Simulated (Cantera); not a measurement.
Input: 1 mol CH2F2, 8.4 mol H2, equilibrated at 0.100 bar.

These are equilibrium values from Cantera (NASA tables, ideal gas, pure condensed phases), not measurements of a reactor. Candidate condensed phases: C, C6H6, C7H8, C8H18; 110 gas species. Ions and electrons are included (thermal ionisation). Rates play no part. All values below are at 2227 °C.

Base state: H2 0.738, HF 0.186, H 0.0683, C2H2 (acetylene) 0.00798, C2H 5.31e-5, F 3.59e-5, C4H2 3.57e-5, CH3 1.36e-5 (mole fractions); condensed: C(graphite).

### Question
What changes in the equilibrium state with this change: pressure from 0.100 bar to 60.0 Pa?

### Answer
| species | before | after |
|---|---|---|
| H | 0.0683 | 0.560 |
| H2 | 0.738 | 0.297 |
| HF | 0.186 | 0.138 |
| C2 | 4.58e-7 | 7.63e-5 |
| C3 | 4.97e-6 | 0.000828 |
| C | 1.66e-6 | 0.000277 |
| C(graphite), mol | 0.825 | 0.851 |
